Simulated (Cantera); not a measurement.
A closed system holds: 1 mol CH4, 0.17 mol H2O, held at 0.00590 bar.

Equilibrium computed with Cantera from the NASA thermochemical tables; the gas is ideal and each condensed phase is pure. Candidate condensed phases: C, C6H6, C7H8, C8H18, H2O; 110 gas species. Equilibrium is a limit: real reactors are often held back by kinetics, nucleation or transport.

Q: At 1673 K, list the 4 most abundant gas species with their mole fractions, and the condensed phases.

A: H2 0.926, CO 0.0726, H 0.00143, C2H2 (acetylene) 5.28e-5. Condensed: C(graphite).
